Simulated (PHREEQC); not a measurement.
**Copper plating or etch bath (model solution)**

Solution (76 °C): 0.086 mol/kgw Cu(NO3)2, 0.019 mol/kgw HCl and 0.00068 mol/kgw NaCl. Closed to the air; pH follows from the charge balance.

All values are PHREEQC results (ion-association model, phreeqc.dat), not measurements.

Each row changes one thing in this solution. Precipitation was switched off in this run.

```csv
case,pH,ionic strength (mol/kgw),Cl- (mol/kgw),SI of Halite (NaCl)
as made,1.83,0.265,0.0132,-6.97
HCl from 0.019 to 0.0171 mol/kgw,1.88,…,0.0119,…
0.0011 mol/kgw ZnBr2 added,1.83,0.268,0.0132,-6.98
diluted 10-fold with water,2.78,0.0274,0.00179,-8.67
HCl replaced by BaCl2 at the same molality,…,0.292,0.0268,-6.67
diluted 100-fold with water,…,0.00277,0.000194,…
Cu(NO3)2 left out,1.78,0.0197,0.0197,-6.61
```

### Question
Fill in the missing entries.

### Answer

- HCl from 0.019 to 0.0171 mol/kgw, ionic strength (mol/kgw): 0.264
- HCl from 0.019 to 0.0171 mol/kgw, SI of Halite (NaCl): -7.02
- HCl replaced by BaCl2 at the same molality, pH: 3.71
- diluted 100-fold with water, pH: 3.75
- diluted 100-fold with water, SI of Halite (NaCl): -10.54

Species that the database lacks are ignored. At this temperature some constants are extrapolated from 25 °C, and those without enthalpy data are left unchanged.
